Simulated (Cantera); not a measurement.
# Thermodynamics of carbon deposition, reforming and gasification, feed C3H8 + CO2

A closed system holds: 1 mol C3H8, 0.02 mol CO2, at 14.0 bar.

Equilibrium computed with Cantera from the NASA thermochemical tables; the gas is ideal and each condensed phase is pure. Candidate condensed phases: C, C6H6, C7H8, C8H18, H2O; 131 gas species. Ions and electrons are included (thermal ionisation). Kinetics and transport are ignored.

```json
[
 {"T (°C)": "2227", "log p H2": "1.13", "log p H": "-1.03", "log p C2H2 (acetylene)": "-0.83", "log p C": "-6.78", "log p C2H": "-4.14", "log p C3": "-6.30", "log p C2": "-7.34", "log p C4H2": "-3.18", "n C(graphite)": "2.88"},
 {"T (°C)": "2477", "log p H2": "1.12", "log p H": "-0.60", "log p C2H2 (acetylene)": "-0.43", "log p C": "-5.42", "log p C2H": "-3.09", "log p C3": "-4.77", "log p C2": "-5.79", "log p C4H2": "-2.36", "n C(graphite)": "2.75"},
 {"T (°C)": "2727", "log p H2": "1.10", "log p H": "-0.25", "log p C2H2 (acetylene)": "-0.11", "log p C": "-4.30", "log p C2H": "-2.22", "log p C3": "-3.51", "log p C2": "-4.50", "log p C4H2": "-1.70", "n C(graphite)": "2.48"},
 {"T (°C)": "2977", "log p H2": "1.05", "log p H": "0.03", "log p C2H2 (acetylene)": "0.14", "log p C": "-3.34", "log p C2H": "-1.51", "log p C3": "-2.44", "log p C2": "-3.41", "log p C4H2": "-1.16", "n C(graphite)": "2.03"},
 {"T (°C)": "3227", "log p H2": "0.98", "log p H": "0.26", "log p C2H2 (acetylene)": "0.31", "log p C": "-2.53", "log p C2H": "-0.91", "log p C3": "-1.53", "log p C2": "-2.49", "log p C4H2": "-0.74", "n C(graphite)": "1.31"},
 {"T (°C)": "3477", "log p H2": "0.87", "log p H": "0.44", "log p C2H2 (acetylene)": "0.42", "log p C": "-1.82", "log p C2H": "-0.42", "log p C3": "-0.75", "log p C2": "-1.68", "log p C4H2": "-0.42", "n C(graphite)": "0.116"},
 {"T (°C)": "3727", "log p H2": "0.80", "log p H": "0.60", "log p C2H2 (acetylene)": "0.30", "log p C": "-1.32", "log p C2H": "-0.21", "log p C3": "-0.42", "log p C2": "-1.21", "log p C4H2": "-0.58", "n C(graphite)": "0"},
 {"T (°C)": "3977", "log p H2": "0.72", "log p H": "0.74", "log p C2H2 (acetylene)": "0.11", "log p C": "-0.91", "log p C2H": "-0.10", "log p C3": "-0.23", "log p C2": "-0.87", "log p C4H2": "-0.89", "n C(graphite)": "0"},
 {"T (°C)": "4227", "log p H2": "0.61", "log p H": "0.84", "log p C2H2 (acetylene)": "-0.15", "log p C": "-0.58", "log p C2H": "-0.09", "log p C3": "-0.15", "log p C2": "-0.63", "log p C4H2": "-1.31", "n C(graphite)": "0"},
 {"T (°C)": "4477", "log p H2": "0.47", "log p H": "0.91", "log p C2H2 (acetylene)": "-0.48", "log p C": "-0.31", "log p C2H": "-0.14", "log p C3": "-0.15", "log p C2": "-0.45", "log p C4H2": "-1.82", "n C(graphite)": "0"},
 {"T (°C)": "4727", "log p H2": "0.31", "log p H": "0.96", "log p C2H2 (acetylene)": "-0.84", "log p C": "-0.08", "log p C2H": "-0.24", "log p C3": "-0.21", "log p C2": "-0.34", "log p C4H2": "-2.39", "n C(graphite)": "0"}
]
```
log p: log10 of the partial pressure in bar; n: condensed amount in mol.

From 2227 °C to 3477 °C the condensed part is C(graphite). From 3727 °C to 4727 °C nothing is condensed. The main C-bearing gas is C2H2 (acetylene) at 2227 °C and C3 at 4727 °C.
